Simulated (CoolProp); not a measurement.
Saturated liquid density (kg/m³) of ethylene: the reference equation beside estimates from Tc = 282.4 K, pc = 5.042 MPa, ω = 0.087.

Computed with CoolProp (reference Helmholtz-energy equation of state, Smukala 2000).

```csv
T (K),reference,van der Waals,Redlich-Kwong,Peng-Robinson
206.4,510.6,334.3,481.5,550.0
212.9,499.5,326.8,468.0,535.5
219.3,488.0,319.0,…,520.2
225.8,475.7,310.6,439.0,503.5
232.2,462.9,…,423.2,485.9
238.6,449.2,292.5,406.3,466.7
245.1,434.3,282.2,387.8,445.5
251.5,418.1,271.1,367.9,422.3
257.9,400.0,…,346.0,396.5
```

Question: What belongs in the gaps?

Answer: 
- 219.3, Redlich-Kwong: 454.0
- 232.2, van der Waals: 301.9
- 257.9, van der Waals: 258.8

Absolute difference from the reference over all 9 rows, mean and median: van der Waals 34.8 and 34.8 %, Redlich-Kwong 9.0 and 8.6 %, Peng-Robinson 4.5 and 5.0 %.
